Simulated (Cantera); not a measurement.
Cantera run, input and output.

```python
import numpy as np
import cantera as ct

gas = ct.Solution("gri30.yaml")
gas.TPX = 700, 100000, {'CO': 1, 'H2': 0.086, 'CH4': 0.38, 'O2': 1.65, 'N2': 6.2}
flame = ct.FreeFlame(gas, width=0.04)
flame.set_refine_criteria(ratio=3, slope=0.08, curve=0.16)
flame.transport_model = "mixture-averaged"
flame.solve(loglevel=0, auto=True)
z, T = flame.grid, flame.T
thick = (T[-1] - T[0]) / np.gradient(T, z).max()
show = ['CO', 'H2', 'CH4', 'NO2', 'HO2', 'CH2CO']
print(f"laminar burning velocity  {flame.velocity[0] * 100:.3f} cm/s")
print(f"burnt temperature         {T[-1]:.1f} K")
print(f"thermal thickness         {thick * 1e3:.4f} mm")
print(f"grid points               {len(z)}")
z0 = z[flame.heat_release_rate.argmax()]
print(f"{'z/mm':>9s}{'T/K':>9s}{'u/(m/s)':>9s}" + "".join(f"{s:>11s}" for s in show))
rows = []
for k in (-3, -2, -1.5, -1, -0.5, -0.25, 0, 0.25, 0.5, 1, 2, 4, 8):
    zz = z0 + k * thick
    rows.append([k * thick, np.interp(zz, z, T), np.interp(zz, z, flame.velocity),
                 *(np.interp(zz, z, flame.X[gas.species_index(s)]) for s in show)])
    print(f"{rows[-1][0] * 1e3:9.3f}{rows[-1][1]:9.1f}{rows[-1][2]:9.3f}" + "".join(f"{x:11.3e}" for x in rows[-1][3:]))
```

Output:

```
laminar burning velocity  207.170 cm/s
burnt temperature         2346.2 K
thermal thickness         0.3725 mm
grid points               160
     z/mm      T/K  u/(m/s)         CO         H2        CH4        NO2        HO2      CH2CO
   -1.118    700.0    2.072  1.073e-01  9.270e-03  4.079e-02  1.098e-13  2.602e-08  1.618e-12
   -0.745    700.1    2.072  1.073e-01  9.386e-03  4.078e-02  2.646e-12  5.036e-07  5.343e-11
   -0.559    700.5    2.074  1.073e-01  9.570e-03  4.076e-02  2.046e-11  3.282e-06  5.433e-10
   -0.373    705.5    2.090  1.072e-01  1.006e-02  4.055e-02  2.864e-10  3.281e-05  1.427e-08
   -0.186    811.7    2.412  1.068e-01  1.145e-02  3.666e-02  2.048e-09  1.587e-04  1.072e-06
   -0.093   1078.8    3.217  1.074e-01  1.251e-02  2.553e-02  1.362e-09  1.546e-04  5.922e-06
    0.000   1465.4    4.377  1.066e-01  1.165e-02  7.062e-03  1.187e-09  1.361e-04  1.143e-05
    0.093   1657.7    4.928  9.104e-02  7.698e-03  4.525e-04  1.174e-09  3.321e-05  1.497e-06
    0.186   1738.3    5.128  7.293e-02  6.086e-03  1.283e-05  1.805e-09  1.837e-05  4.007e-08
    0.373   1842.9    5.377  5.255e-02  6.088e-03  1.758e-08  3.051e-09  1.306e-05  5.409e-11
    0.745   1964.2    5.675  3.998e-02  5.682e-03  8.063e-14  5.473e-09  8.903e-06  5.297e-16
    1.490   2083.3    5.972  3.292e-02  4.441e-03  2.003e-17  1.060e-08  5.696e-06  3.993e-19
    2.980   2189.2    6.228  2.538e-02  3.138e-03  5.001e-18  2.304e-08  3.634e-06  1.490e-19
```

Cantera simulation using GRI-Mech 3.0 (53 species, 325 reactions); the numbers are that mechanism's predictions, not measurements. Burning velocities carry a grid error of a few per cent, more on coarse grids.
